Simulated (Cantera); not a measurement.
Source: NASA polynomial tables (part measured, part estimated), evaluated in Cantera. Values are per mole of reaction as written; species without (g) are pure solids or liquids, kept so even where they would boil at 1 bar.

Fe₂Cl₆(g) = 2 Cl(g) + 2 FeCl₂(g)

```csv
T (K),ΔH° (kJ),ΔS° (J/K),ΔG° (kJ),log10 K
2400,…,…,…,…
2450,591.7,366.7,-306.7,6.54
2500,591.3,366.5,-325.0,6.79
2550,591.0,366.4,-343.3,7.03
2600,…,…,…,…
2650,590.3,366.1,-380.0,7.49
2700,590.0,366.0,-398.3,7.71
```

**Question.** Fill in the missing entries.

**Answer.** 
- 2400, ΔH° (kJ): 592.1
- 2400, ΔS° (J/K): 366.8
- 2400, ΔG° (kJ): -288.4
- 2400, log10 K: 6.28
- 2600, ΔH° (kJ): 590.7
- 2600, ΔS° (J/K): 366.3
- 2600, ΔG° (kJ): -361.7
- 2600, log10 K: 7.27
